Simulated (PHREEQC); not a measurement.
A solution holds 0.076 mol CuCl2, 0.65 mol HCl and 0.009 mol NaCl per kg of water, at 20 °C. Closed to the air; pH follows from the charge balance.

Equilibrium calculation in PHREEQC: ion-association model, phreeqc.dat.

```
quantity                   before    after
------------------------  -------  -------
pH                           0.31     0.31
ionic strength (mol/kgw)    0.841    0.751
CuCl2 (mol/kgw)           0.00246  0.00114
CuCl3- (mol/kgw)          7.67e-6  3.18e-6
SI of Halite (NaCl)         -4.06    -4.10
```

**Question.** What was changed between the two runs?
A. CuCl2 from 0.076 to 0.038 mol/kgw
B. CuCl2 from 0.076 to 0.0076 mol/kgw
C. HCl from 0.65 to 1.3 mol/kgw
D. HCl from 0.65 to 0.325 mol/kgw
E. temperature from 20 to 60 °C

**Answer.** A, CuCl2 from 0.076 to 0.038 mol/kgw

Precipitation was switched off in this run. The ionic strength passes 0.7 mol/kgw, the rough limit of the ion-association models, in every such run.
